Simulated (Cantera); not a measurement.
An isothermal, constant-pressure homogeneous reactor starts with 1.82 % CH4, 0.908 % O2, 97.3 % N2, equivalence ratio 4.0, at 1073 K and 2.37 atm.

Computed with Cantera and GRI-Mech 3.0 (53 species, 325 reactions).

Question: Predict: x(CH4) at 100 s; x(O2) at 100 s.

Answer: 
```
Quantity                                            Value
---------------  ----------------------------------------
x(CH4) at 100 s  0.00954 (gas-phase equilibrium 0.000192)
x(O2) at 100 s     8.85e-6 (gas-phase equilibrium <1e-12)
```
